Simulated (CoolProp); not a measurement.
Sulfur hexafluoride along the isotherm 366 K: Z from the reference equation and from simpler models built on Tc = 318.7 K, pc = 3755 kPa, ω = 0.210; each cubic takes its own stable root.

Model: reference Helmholtz-energy equation of state, Guder 2009, in CoolProp.

| p (kPa) | phase | reference |
|---|---|---|
| 3130 | gas | 0.8073 |
| 6260 | supercritical | 0.5812 |
| 9390 | supercritical | 0.4963 |
| 12500 | supercritical | 0.5489 |
| 15600 | supercritical | 0.6257 |
| 18800 | supercritical | 0.7104 |
| 21900 | supercritical | 0.7936 |
| 25000 | supercritical | 0.8768 |
| 28200 | supercritical | 0.9620 |
| 31300 | supercritical | 1.044 |
| 34400 | supercritical | 1.125 |
| 37500 | supercritical | 1.205 |

### Question
How far does each simpler model (van der Waals, Redlich-Kwong, Soave-Redlich-Kwong, Peng-Robinson) lie from the reference over these 12 states: mean and median of the absolute difference, and the worst?

### Answer
- van der Waals: mean 18.5 %, median 21.8 %, worst +24.5 % at 366 K and 37500 kPa
- Redlich-Kwong: mean 1.8 %, median 1.6 %, worst -5.3 % at 366 K and 6260 kPa
- Soave-Redlich-Kwong: mean 3.7 %, median 3.0 %, worst +10.3 % at 366 K and 9390 kPa
- Peng-Robinson: mean 5.2 %, median 5.2 %, worst -9.5 % at 366 K and 37500 kPa
